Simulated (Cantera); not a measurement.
A Cantera script and what it prints.

```python
import numpy as np
import cantera as ct

gas_names = """
    C CH CH2 CH3 CH2OH CH3O CH4 CH3OH CO COS CO2 COOH CS CS2 C2 C2H CHCO,ketyl C2H2,acetylene
    C2H2,vinylidene CH2CO,ketene C2H3,vinyl CH3CO,acetyl C2H4 C2H4O,ethylen CH3CHO,ethanal CH3COOH
    (HCOOH)2 C2H5 C2H6 CH3OCH3 C2H5OH C2O C3 C3H3,propargyl C3H4,allene C3H4,propyne C3H4,cyclo-
    C3H5,allyl C3H6,propylene C3H6,cyclo- C3H6O C3H7,n-propyl C3H7,i-propyl C3H8 C3H8O,1propanol
    C3H8O,2propanol C3O2 C4 C4H2 C4H4,1,3-cyclo- C4H6,butadiene C4H6,2-butyne C4H6,cyclo- C4H8,1-butene
    C4H8,cis2-buten C4H8,tr2-butene C4H8,isobutene C4H8,cyclo- (CH3COOH)2 C4H9,n-butyl C4H9,i-butyl
    C4H9,s-butyl C4H9,t-butyl C4H10,isobutane C4H10,n-butane C5 C5H6,1,3cyclo- C5H8,cyclo-
    C5H10,1-pentene C5H10,cyclo- C5H11,pentyl C5H11,t-pentyl C5H12,n-pentane C5H12,i-pentane
    CH3C(CH3)2CH3 C6H2 C6H5,phenyl C6H5O,phenoxy C6H6 C6H5OH,phenol C6H10,cyclo- C6H12,1-hexene
    C6H12,cyclo- C6H13,n-hexyl C7H7,benzyl C7H8 C7H8O,cresol C7H14,1-heptene C7H15,n-heptyl
    C7H16,n-heptane C8H8,styrene C8H10,ethylbenz C8H16,1-octene C8H17,n-octyl C8H18,isooctane
    C8H18,n-octane C9H19,n-nonyl C10H8,naphthale C10H21,n-decyl C12H9,o-bipheny C12H10,bipheny H HCO HO2
    H2 HCHO,formaldehy HCOOH H2O H2O2 H2S H2SO4 O OH O2 O3 S SH SO SO2 SO3 S2 S2O S8
""".split()
cond_names = """
    C(gr) C6H6(L) C7H8(L) C8H18(L),n-octa H2O(s) H2O(L) H2SO4(L) S(cr1) S(cr2) S(L)
""".split()


def load(file, names, dense=False):
    # The tables refer to 1 bar. Condensed volumes are neglected.
    table = {s.name: s for s in ct.Species.list_from_file(file)}
    out = []
    for n in names:
        d = dict(table[n].input_data)
        d["thermo"] = dict(d["thermo"], **{"reference-pressure": 1e5})
        if dense:
            d["equation-of-state"] = {"model": "constant-volume", "density": "1e6 g/cm^3"}
        out.append(ct.Species.from_dict(d))
    return out


gas = ct.Solution(thermo="ideal-gas", species=load("nasa_gas.yaml", gas_names))
cond = {s.name: ct.Solution(thermo="fixed-stoichiometry", species=[s], name=s.name)
        for s in load("nasa_condensed.yaml", cond_names, dense=True)}
atoms = {
    'CO2': {'C': 1, 'O': 2},
    'H2O': {'H': 2, 'O': 1},
    'O2': {'O': 2},
    'SO2': {'S': 1, 'O': 2},
}
top_T = {'C(gr)': 4500}  # K; cautious upper limits of use, not melting points


def equilibrate(T, P, feed):
    n = {}
    for name, mol in feed.items():
        for a, k in atoms[name].items():
            n[a] = n.get(a, 0.0) + k * mol
    gas.TPX = T, P, n
    mass = sum(n.values()) * gas.mean_molecular_weight
    gas.equilibrate("TP")
    valid = [c for c in cond.values() if c.min_temp <= T <= top_T.get(c.name, c.max_temp)]
    mix = ct.Mixture([(gas, mass / gas.mean_molecular_weight)] + [(c, 0.0) for c in valid])
    mix.T, mix.P = T, P
    mix.equilibrate("TP", solver="vcs", rtol=1e-11, max_steps=5000)
    return mix


results = []
feed = {'CO2': 1, 'H2O': 0.14, 'O2': 0.41, 'SO2': 0.0087}  # mol
P = 133.322  # Pa
for T in [1323, 1373, 1423, 1473, 1523, 1573, 1623, 1673, 1723, 1773, 1823, 1873]:
    mix = equilibrate(T, P, feed)
    results.append((T, P, feed, dict(zip(mix.species_names, mix.species_moles))))

top = {s: max(r[3][s] / sum(r[3][g] for g in gas_names) for r in results) for s in gas_names}
cols = sorted((s for s in top if top[s] > 1e-05), key=lambda s: -top[s])[:8]
seen = [c for c in cond_names if any(r[3].get(c, 0) > 1e-12 for r in results)]
print("log10 of partial pressures in bar; condensed amounts in mol")
print(f"{'T/K':>10s}" + "".join(f"{s[:9]:>10s}" for s in cols + seen))
for T, P, feed, n in results:
    ng = sum(n[g] for g in gas_names)
    print(f"{T:10.4g}" + "".join(f"{np.log10(max(n[s] / ng * P / 1e5, 1e-99)):10.3f}" for s in cols)
          + "".join(f"{n.get(c, 0):10.4g}" for c in seen))
```

It prints:

```
log10 of partial pressures in bar; condensed amounts in mol
       T/K       CO2        O2       H2O        CO       SO2        OH         O        H2
      1323    -3.068    -3.455    -3.922    -7.959    -5.129    -7.021    -8.303    -9.082
      1373    -3.068    -3.455    -3.922    -7.555    -5.129    -6.787    -7.938    -8.723
      1423    -3.068    -3.455    -3.922    -7.179    -5.129    -6.569    -7.598    -8.389
      1473    -3.068    -3.455    -3.923    -6.830    -5.129    -6.366    -7.282    -8.078
      1523    -3.068    -3.455    -3.923    -6.503    -5.129    -6.177    -6.986    -7.787
      1573    -3.068    -3.455    -3.924    -6.198    -5.129    -6.000    -6.709    -7.515
      1623    -3.069    -3.455    -3.925    -5.912    -5.129    -5.834    -6.448    -7.260
      1673    -3.070    -3.455    -3.927    -5.644    -5.129    -5.678    -6.204    -7.020
      1723    -3.071    -3.455    -3.929    -5.392    -5.130    -5.531    -5.973    -6.795
      1773    -3.073    -3.455    -3.932    -5.156    -5.131    -5.394    -5.755    -6.584
      1823    -3.077    -3.454    -3.937    -4.934    -5.132    -5.264    -5.548    -6.387
      1873    -3.082    -3.452    -3.943    -4.727    -5.134    -5.142    -5.353    -6.202
```

Method: chemical equilibrium by Gibbs-energy minimisation in Cantera with the NASA 1993 tables (ideal gas, pure condensed phases).
